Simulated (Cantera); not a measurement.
A freely propagating, adiabatic, planar premixed flame of 7.98 % CO, 1.36 % H2, 5.27 % CH4, 17.9 % O2, 67.3 % N2, 0.200 % H2O, unburnt at 300 K and 120000 Pa; mixture-averaged transport, grid criteria slope 0.08 and curve 0.16, no radiation.

Cantera simulation using GRI-Mech 3.0 (53 species, 325 reactions); the numbers are that mechanism's predictions, not measurements. Burning velocities carry a grid error of a few per cent, more on coarse grids.

Question: Predict: laminar burning velocity; thermal thickness; peak x(H); peak x(C2H2).

Answer: 
| Quantity | Result |
|---|---|
| laminar burning velocity | 41.4 cm/s |
| thermal thickness | 0.372 mm |
| peak x(H) | 0.00516 |
| peak x(C2H2) | 2.92e-6 |
